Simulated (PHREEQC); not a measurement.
Dissolve 0.087 mol HF, 0.00077 mol NaF, 0.00013 mol (NH4)2SiF6 and 0.00024 mol H2SO4 per kg of water at 85 °C. Closed to the air; pH follows from the charge balance.

Model: ion-association model, wateq4f.dat, run in PHREEQC.

This is a speciation only: nothing precipitates in the calculation.

Problem. What pH, ionic strength does the model give?

Solution. pH 2.35; ionic strength 0.00606 mol/kgw.

Problem. In which forms is F present?

Solution. HF 88 %, F- 4.5 %, H2F2 3.3 %, HF2- 2.9 %, SiF6-2 0.9 % of the F.

Constants without temperature data keep their 25 °C values here. SiF6-2 is the database's only silicon fluoride.
